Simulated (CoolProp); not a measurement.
100 sccm (0 °C, 1 atm) of nitrogen bubbles through liquid water at 317.2 K and leaves saturated at a total pressure of 0.15 MPa (ideal gas phase). Each further row changes one setting.

Computed with CoolProp (reference Helmholtz-energy equation of state, Wagner 2002).

| case | vapour pressure (kPa) | mole fraction of vapour | delivery (mg/min) | delivery (sccm) | change of delivery for a bath 1 K warmer (%) |
|---|---|---|---|---|---|
| as stated | 9.14 | 0.0609 | 5.21 | 6.49 | 5.7 |
| bath temperature 322.2 K | 11.8 | 0.0785 | 6.85 | 8.52 | 5.6 |
| total pressure 0.3 MPa | 9.14 | 0.0305 | 2.52 | 3.14 | 5.5 |
